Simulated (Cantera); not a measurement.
Cantera run:

```python
import numpy as np
import cantera as ct

gas_names = [...]  # 77 gases of nasa_gas.yaml made of C, H, Ti
cond_names = """
    C(gr) C6H6(L) C7H8(L) C8H18(L),n-octa Ti(a) Ti(b) Ti(L) TiC(s) TiC(L)
""".split()


# ... load() reads the species with a 1 bar reference pressure and builds the phases ...
atoms = {
    'Ti': {'Ti': 1},
    'C3H8': {'C': 3, 'H': 8},
    'H2': {'H': 2},
}
top_T = {'C(gr)': 4500}  # K; cautious upper limits of use, not melting points


# ... equilibrate(T, P, feed) seeds the gas with the atoms and calls Mixture.equilibrate('TP', solver="vcs", rtol=1e-11, max_steps=5000) ...
results = []
feed = {'Ti': 1, 'C3H8': 1.7, 'H2': 1}  # mol
P = 110  # Pa
for T in [1600, 1650, 1700, 1750, 1800, 1850, 1900, 1950, 2000, 2050, 2100, 2150]:
    mix = equilibrate(T, P, feed)
    results.append((T, P, feed, dict(zip(mix.species_names, mix.species_moles))))
    x = sorted(zip(gas.X, gas.species_names), reverse=True)
    print(f"T = {T:g} K  P = {P:g} Pa  gas = {mix.phase_moles(0):.4g} mol")
    print("   x: " + "  ".join(f"{s} {v:.3e}" for v, s in x if v > 0.0001))
    print("   condensed (mol): " + ("  ".join(f"{mix.phase(i).name} {mix.phase_moles(i):.4g}"
          for i in range(1, mix.n_phases) if mix.phase_moles(i) > 1e-12) or "none"))
```

Output:

```
T = 1600 K  P = 110 Pa  gas = 7.806 mol
   x: H2 9.983e-01  H 1.638e-03
   condensed (mol): C(gr) 4.1  TiC(s) 1
T = 1650 K  P = 110 Pa  gas = 7.811 mol
   x: H2 9.972e-01  H 2.735e-03
   condensed (mol): C(gr) 4.099  TiC(s) 1
T = 1700 K  P = 110 Pa  gas = 7.817 mol
   x: H2 9.955e-01  H 4.433e-03
   condensed (mol): C(gr) 4.099  TiC(s) 1
T = 1750 K  P = 110 Pa  gas = 7.827 mol
   x: H2 9.929e-01  H 6.987e-03  C2H2,acetylene 1.141e-04
   condensed (mol): C(gr) 4.098  TiC(s) 1
T = 1800 K  P = 110 Pa  gas = 7.842 mol
   x: H2 9.891e-01  H 1.074e-02  C2H2,acetylene 1.735e-04
   condensed (mol): C(gr) 4.097  TiC(s) 1
T = 1850 K  P = 110 Pa  gas = 7.863 mol
   x: H2 9.836e-01  H 1.611e-02  C2H2,acetylene 2.573e-04
   condensed (mol): C(gr) 4.096  TiC(s) 1
T = 1900 K  P = 110 Pa  gas = 7.893 mol
   x: H2 9.760e-01  H 2.364e-02  C2H2,acetylene 3.727e-04
   condensed (mol): C(gr) 4.094  TiC(s) 1
T = 1950 K  P = 110 Pa  gas = 7.935 mol
   x: H2 9.655e-01  H 3.396e-02  C2H2,acetylene 5.277e-04
   condensed (mol): C(gr) 4.092  TiC(s) 1
T = 2000 K  P = 110 Pa  gas = 7.991 mol
   x: H2 9.514e-01  H 4.783e-02  C2H2,acetylene 7.309e-04
   condensed (mol): C(gr) 4.088  TiC(s) 1
T = 2050 K  P = 110 Pa  gas = 8.066 mol
   x: H2 9.329e-01  H 6.607e-02  C2H2,acetylene 9.905e-04
   condensed (mol): C(gr) 4.084  TiC(s) 1
T = 2100 K  P = 110 Pa  gas = 8.166 mol
   x: H2 9.091e-01  H 8.957e-02  C2H2,acetylene 1.313e-03
   condensed (mol): C(gr) 4.078  TiC(s) 1
T = 2150 K  P = 110 Pa  gas = 8.295 mol
   x: H2 8.791e-01  H 1.192e-01  C2H2,acetylene 1.703e-03
   condensed (mol): C(gr) 4.072  TiC(s) 0.9999
```

Cantera equilibrium calculation (NASA polynomials, part measured and part estimated; ideal gas, pure solids and liquids). TiC: taken at fixed stoichiometry.
